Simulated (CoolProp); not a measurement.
Vapour-liquid equilibrium of R22 (1) + R123 (2) at 0.0252 MPa; x and y are mole fractions of (1).

Computed with CoolProp (multi-fluid Helmholtz-energy mixture model, Kamei 1995 and Younglove 1994; pair parameters Bell 2016).

```csv
x,"bubble temperature, mixture model (K)","bubble temperature, Raoult's law (K)","y, mixture model","y, Raoult's law"
0.05,(withheld),254.5,(withheld),0.513
0.2,(withheld),234.2,0.880,0.878
0.35,223.2,224.3,0.954,0.950
0.5,217.0,218.0,0.978,0.976
0.65,212.9,213.5,0.988,0.988
0.8,209.8,210.1,0.994,0.995
0.95,207.3,207.3,0.999,0.999
```

**Question.** Complete the blanks.

**Answer.** 
- 0.05, bubble temperature, mixture model (K): 255.3
- 0.05, y, mixture model: 0.489
- 0.2, bubble temperature, mixture model (K): 233.8

The largest gap from Raoult's law is -1.1 K in bubble temperature, at x = 0.35. No azeotrope shows between x = 0.05 and 0.95.

Pair parameters are fitted to limited data, so mixtures are less certain than the pure fluids. The gap from Raoult's law changes sign with composition, which may be real or a fault of the pair parameters; it wasn't checked against measurements.
